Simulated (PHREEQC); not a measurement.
A solution holds 3.2e-05 mol NaHCO3 and 0.00044 mol NaCl per kg of water, at 20 °C. Closed to the air; pH follows from the charge balance.

Model: ion-association model, phreeqc.dat, run in PHREEQC.

The pH is 7.97 and the ionic strength comes out as 0.000472 mol/kgw. The total alkalinity comes out as 0.0320 meq/kg.

```
species  molality  activity   log γ
-------  --------  --------  ------
Na+      0.000472  0.000461  -0.011
Cl-      0.000440  0.000429  -0.011
HCO3-     3.11e-5   3.03e-5  -0.011
CO2       7.80e-7   7.80e-7   0.000
OH-       6.58e-7   6.42e-7  -0.011
CO3-2     1.32e-7   1.20e-7  -0.042
```

Precipitation was switched off in this run. Complexes and solids missing from the database can't appear.
